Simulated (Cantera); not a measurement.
Input (Python, Cantera) and output of one run.

```python
import numpy as np
import cantera as ct

gas_names = """
    Fe FeO Fe(OH)2 H HO2 H2 H2O H2O2 O OH O2 O3
""".split()
cond_names = """
    Fe(a) Fe(c) Fe(d) Fe(L) FeO(s) FeO(L) Fe(OH)2(s) Fe(OH)3(s) Fe2O3(s) Fe3O4(s) H2O(s) H2O(L)
""".split()


# ... load() reads the species with a 1 bar reference pressure and builds the phases ...
atoms = {
    'Fe': {'Fe': 1},
    'O2': {'O': 2},
    'H2': {'H': 2},
}
top_T = {'Fe2O3(s)': 1830, 'Fe3O4(s)': 1870}  # K; cautious upper limits of use, not melting points


# ... equilibrate(T, P, feed) seeds the gas with the atoms and calls Mixture.equilibrate('TP', solver="vcs", rtol=1e-11, max_steps=5000) ...
results = []
feed = {'Fe': 1, 'O2': 1.4, 'H2': 51}  # mol
P = 12000  # Pa
for T in [800, 900, 1000, 1100, 1200, 1300, 1400, 1500, 1600, 1700, 1800, 1900, 2000]:
    mix = equilibrate(T, P, feed)
    results.append((T, P, feed, dict(zip(mix.species_names, mix.species_moles))))

top = {s: max(r[3][s] / sum(r[3][g] for g in gas_names) for r in results) for s in gas_names}
cols = sorted((s for s in top if top[s] > 1e-06), key=lambda s: -top[s])[:7]
seen = [c for c in cond_names if any(r[3].get(c, 0) > 1e-12 for r in results)]
print("log10 of partial pressures in bar; condensed amounts in mol")
print(f"{'T/K':>10s}" + "".join(f"{s[:9]:>10s}" for s in cols + seen))
for T, P, feed, n in results:
    ng = sum(n[g] for g in gas_names)
    print(f"{T:10.4g}" + "".join(f"{np.log10(max(n[s] / ng * P / 1e5, 1e-99)):10.3f}" for s in cols)
          + "".join(f"{n.get(c, 0):10.4g}" for c in seen))
```

It prints:

```
log10 of partial pressures in bar; condensed amounts in mol
       T/K        H2       H2O         H        Fe        OH       FeO   Fe(OH)2     Fe(a)     Fe(c)     Fe(d)     Fe(L)
       800    -0.945    -2.181   -12.011   -19.190   -16.741   -25.257   -12.711         1         0         0         0
       900    -0.945    -2.181   -10.405   -16.204   -14.669   -21.697   -11.549         1         0         0         0
      1000    -0.945    -2.181    -9.117   -13.827   -13.008   -18.859   -10.618         1         0         0         0
      1100    -0.945    -2.181    -8.060   -11.899   -11.647   -16.551    -9.862         1         0         0         0
      1200    -0.945    -2.181    -7.177   -10.304   -10.511   -14.639    -9.234         0         1         0         0
      1300    -0.945    -2.181    -6.429    -8.962    -9.549   -13.028    -8.703         0         1         0         0
      1400    -0.945    -2.181    -5.786    -7.815    -8.723   -11.650    -8.245         0         1         0         0
      1500    -0.945    -2.181    -5.227    -6.824    -8.007   -10.459    -7.847         0    0.9999         0         0
      1600    -0.945    -2.181    -4.737    -5.960    -7.380    -9.420    -7.498         0    0.9995         0         0
      1700    -0.946    -2.181    -4.304    -5.201    -6.827    -8.507    -7.189         0         0    0.9973         0
      1800    -0.946    -2.182    -3.919    -4.531    -6.335    -7.699    -6.916         0         0    0.9874         0
      1900    -0.947    -2.182    -3.574    -3.953    -5.895    -6.999    -6.692         0         0         0    0.9524
      2000    -0.949    -2.184    -3.263    -3.438    -5.499    -6.373    -6.494         0         0         0    0.8439
```

These are equilibrium values from Cantera (NASA tables, ideal gas, pure condensed phases), not measurements of a reactor.
